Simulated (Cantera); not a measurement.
Cantera run, input and output.

```python
import numpy as np
import cantera as ct

gas = ct.Solution("gri30.yaml")
gas.TPX = 473, 590000, {'CH3OH': 1, 'O2': 1.07, 'N2': 4.03}
flame = ct.FreeFlame(gas, width=0.012)
flame.set_refine_criteria(ratio=3, slope=0.08, curve=0.16)
flame.transport_model = "mixture-averaged"
flame.solve(loglevel=0, auto=True)
z, T = flame.grid, flame.T
thick = (T[-1] - T[0]) / np.gradient(T, z).max()
show = ['CH3OH', 'O2', 'C2H4', 'OH', 'CH2CO', 'HCN']
print(f"laminar burning velocity  {flame.velocity[0] * 100:.3f} cm/s")
print(f"burnt temperature         {T[-1]:.1f} K")
print(f"thermal thickness         {thick * 1e3:.4f} mm")
print(f"grid points               {len(z)}")
z0 = z[flame.heat_release_rate.argmax()]
print(f"{'z/mm':>9s}{'T/K':>9s}{'u/(m/s)':>9s}" + "".join(f"{s:>11s}" for s in show))
rows = []
for k in (-3, -2, -1.5, -1, -0.5, -0.25, 0, 0.25, 0.5, 1, 2, 4, 8):
    zz = z0 + k * thick
    rows.append([k * thick, np.interp(zz, z, T), np.interp(zz, z, flame.velocity),
                 *(np.interp(zz, z, flame.X[gas.species_index(s)]) for s in show)])
    print(f"{rows[-1][0] * 1e3:9.3f}{rows[-1][1]:9.1f}{rows[-1][2]:9.3f}" + "".join(f"{x:11.3e}" for x in rows[-1][3:]))
```

It prints:

```
laminar burning velocity  65.819 cm/s
burnt temperature         2144.5 K
thermal thickness         0.0595 mm
grid points               147
     z/mm      T/K  u/(m/s)      CH3OH         O2       C2H4         OH      CH2CO        HCN
   -0.178    473.5    0.662  1.632e-01  1.746e-01  1.565e-10  4.061e-16  1.793e-10  1.936e-11
   -0.119    477.6    0.672  1.620e-01  1.730e-01  2.137e-09  3.072e-14  3.174e-09  2.765e-10
   -0.089    493.0    0.699  1.600e-01  1.705e-01  1.246e-08  5.673e-13  2.284e-08  1.652e-09
   -0.059    585.9    0.847  1.516e-01  1.606e-01  1.121e-07  2.592e-11  2.803e-07  1.523e-08
   -0.030    974.3    1.476  1.101e-01  1.228e-01  8.576e-07  8.987e-08  2.899e-06  1.155e-07
   -0.015   1338.7    2.104  6.072e-02  8.493e-02  1.881e-06  2.884e-05  7.179e-06  2.506e-07
    0.000   1717.8    2.800  8.532e-03  4.399e-02  3.220e-06  8.191e-04  1.316e-05  4.776e-07
    0.015   1880.8    3.080  8.556e-05  2.022e-02  1.044e-06  2.619e-03  3.594e-06  6.641e-07
    0.030   1951.1    3.182  6.750e-07  8.538e-03  8.183e-08  3.755e-03  3.806e-07  6.114e-07
    0.059   2020.0    3.274  2.359e-08  2.044e-03  4.019e-10  3.784e-03  1.273e-08  3.831e-07
    0.119   2074.8    3.348  2.274e-10  5.244e-04  1.982e-12  2.767e-03  1.727e-10  1.746e-07
    0.238   2111.6    3.401  1.348e-12  1.632e-04  4.193e-14  1.663e-03  1.694e-12  7.437e-08
    0.476   2131.5    3.430  3.052e-13  4.379e-05  1.827e-15  8.766e-04  9.384e-14  3.509e-08
```

Detailed kinetics in Cantera: GRI-Mech 3.0 (53 species, 325 reactions). GRI-Mech 3.0 was tuned for natural gas; its chemistry of methanol as a main component is partial and can be far from experiment. Burning velocities carry a grid error of a few per cent, more on coarse grids.
